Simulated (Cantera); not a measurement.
Feed: 1 mol B2O3, 1.3 mol H2O, 53 mol N2, equilibrated at 2400 K and 100 Torr.

Equilibrium computed with Cantera from the NASA thermochemical tables; the gas is ideal and each condensed phase is pure. Candidate condensed phases: B, BN, B2O3, B3O3H3, H2O; 39 gas species. Rates play no part.

Base state: N2 0.952, HBO2 0.0183, H2O 0.00888, B2O3 0.00674, H2 0.00338, BO2 0.00304, H 0.00253, OH 0.00122 (mole fractions); condensed: gas only.

Task: What changes in the equilibrium state with this change: pressure from 100 Torr to 7.50 Torr?

Result: 
| species | before | after |
|---|---|---|
| N2 | 0.952 | 0.940 |
| HBO2 | 0.0183 | 0.0128 |
| H | 0.00253 | 0.0109 |
| O | 0.000613 | 0.00346 |
| BO | 0.000961 | 0.00488 |
| O2 | 0.000666 | 0.00159 |
| BO2 | 0.00304 | 0.00654 |
